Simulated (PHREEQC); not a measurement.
Solution (25 °C): 1.2 mol NaOH, 0.2 mol KCl and 0.00017 mol H4SiO4 per kg of water. Closed to the air; pH follows from the charge balance.

Computed with PHREEQC (Pitzer model, pitzer.dat).

No solid was allowed to form.

Question: Predict the pH, activity of water.

Answer: pH 13.94; activity of water 0.953.

Question: In which forms is Si present?

Answer: H2SiO4-2 99 %, H3SiO4- 1.0 % of the Si.

Complexes and solids missing from the database can't appear. In brines, pH and single-ion activities rest on the MacInnes convention.
